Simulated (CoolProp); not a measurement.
Properties of methanol along the isotherm 560.3 K (Tc = 513.4 K, pc = 82.16 bar, ω = 0.565).

The numbers come from the reference Helmholtz-energy equation of state, de Reuck 1993 in CoolProp.

```tsv
p (bar)	phase	cp (kJ/(kg K))	speed of sound (m/s)	isothermal compressibility (1/MPa)	expansivity (1/kK)	Prandtl number	fugacity coefficient
1.3	gas	2.023	407.5	7.719	1.807	0.797	0.9965
2.96	gas	2.045	406.0	3.406	1.836	0.800	0.9921
6.73	gas	2.099	402.5	1.515	1.908	0.808	0.9819
15.3	gas	2.234	394.2	0.6853	2.100	0.829	0.9586
34.8	gas	2.623	374.2	0.3258	2.726	0.896	0.9047
79.3	gas	4.176	326.0	0.1859	5.841	1.20	0.7822
181	supercritical	8.107	325.4	0.06027	13.43	2.40	0.5287
411	supercritical	4.835	647.5	0.006547	3.129	2.11	0.3258
```

The peak of cp marks the crossing from liquid-like to gas-like fluid above the critical point.

Viscosity comes from a separate model (Xiang 2006). Thermal conductivity comes from a separate model (Sykioti 2013).
